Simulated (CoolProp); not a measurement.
Saturation properties of the fluoroketone C6F12O (FK-5-1-12) (Tc = 441.8 K, pc = 18.69 bar, ω = 0.471).

Computed with CoolProp (reference Helmholtz-energy equation of state, McLinden 2015).

```json
[
 {"T (K)": "307.6", "p (bar)": "0.5924", "liquid density (kg/m³)": "1573", "vapour density (kg/m³)": "7.658", "enthalpy of vaporisation (kJ/kg)": "92.20", "liquid cp (kJ/(kg K))": "1.109"},
 {"T (K)": "318.3", "p (bar)": "0.8831", "liquid density (kg/m³)": "1540", "vapour density (kg/m³)": "11.20", "enthalpy of vaporisation (kJ/kg)": "89.11", "liquid cp (kJ/(kg K))": "1.118"},
 {"T (K)": "329.1", "p (bar)": "1.280", "liquid density (kg/m³)": "1504", "vapour density (kg/m³)": "16.00", "enthalpy of vaporisation (kJ/kg)": "85.85", "liquid cp (kJ/(kg K))": "1.129"},
 {"T (K)": "339.9", "p (bar)": "1.802", "liquid density (kg/m³)": "1467", "vapour density (kg/m³)": "22.31", "enthalpy of vaporisation (kJ/kg)": "82.44", "liquid cp (kJ/(kg K))": "1.142"},
 {"T (K)": "350.6", "p (bar)": "2.468", "liquid density (kg/m³)": "1428", "vapour density (kg/m³)": "30.43", "enthalpy of vaporisation (kJ/kg)": "78.85", "liquid cp (kJ/(kg K))": "1.157"},
 {"T (K)": "361.4", "p (bar)": "3.316", "liquid density (kg/m³)": "1387", "vapour density (kg/m³)": "40.97", "enthalpy of vaporisation (kJ/kg)": "74.97", "liquid cp (kJ/(kg K))": "1.175"},
 {"T (K)": "372.2", "p (bar)": "4.369", "liquid density (kg/m³)": "1343", "vapour density (kg/m³)": "54.48", "enthalpy of vaporisation (kJ/kg)": "70.77", "liquid cp (kJ/(kg K))": "1.196"},
 {"T (K)": "383", "p (bar)": "5.659", "liquid density (kg/m³)": "1295", "vapour density (kg/m³)": "71.84", "enthalpy of vaporisation (kJ/kg)": "66.15", "liquid cp (kJ/(kg K))": "1.223"},
 {"T (K)": "393.7", "p (bar)": "7.203", "liquid density (kg/m³)": "1243", "vapour density (kg/m³)": "94.08", "enthalpy of vaporisation (kJ/kg)": "61.04", "liquid cp (kJ/(kg K))": "1.258"},
 {"T (K)": "404.5", "p (bar)": "9.068", "liquid density (kg/m³)": "1183", "vapour density (kg/m³)": "123.7", "enthalpy of vaporisation (kJ/kg)": "55.13", "liquid cp (kJ/(kg K))": "1.309"},
 {"T (K)": "415.3", "p (bar)": "11.29", "liquid density (kg/m³)": "1113", "vapour density (kg/m³)": "164.4", "enthalpy of vaporisation (kJ/kg)": "48.11", "liquid cp (kJ/(kg K))": "1.391"}
]
```

It boils at 322.2 K under 1 atm.
